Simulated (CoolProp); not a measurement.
Saturation properties of oxygen (Tc = 154.6 K, pc = 5046 kPa, ω = 0.022).

Computed with CoolProp (reference Helmholtz-energy equation of state, Schmidt 1985).

```csv
T (K),p (kPa),vapour density (kg/m³),liquid cp (kJ/(kg K)),surface tension (mN/m),liquid viscosity (µPa s)
106.2,414.2,16.46,1.776,9.26,132
109,506.9,19.92,1.798,8.61,124
111.9,618.1,24.07,1.825,7.94,117
114.8,746.1,28.85,1.856,7.29,109
117.6,887.0,34.16,1.892,6.66,103
120.5,___,40.46,1.935,6.03,96.3
123.4,1239,___,___,5.41,90.3
126.3,1447,55.97,2.051,4.80,84.5
129.1,___,65.14,2.126,4.22,79.2
132,1930,___,2.223,3.64,74.0
134.9,2215,___,2.349,3.08,68.9
137.7,2518,103.1,2.511,2.55,64.1
140.6,___,120.7,2.747,2.02,59.2
143.5,3239,141.9,3.103,1.52,54.4
```

What belongs in the gaps?


- 120.5, p (kPa): 1052
- 123.4, vapour density (kg/m³): 47.68
- 123.4, liquid cp (kJ/(kg K)): 1.987
- 129.1, p (kPa): 1672
- 132, vapour density (kg/m³): 76.08
- 134.9, vapour density (kg/m³): 88.78
- 140.6, p (kPa): 2862

It boils at 90.2 K under 1 atm.

Viscosity comes from a separate model (Lemmon 2004). Surface tension comes from a separate correlation (Mulero 2012).
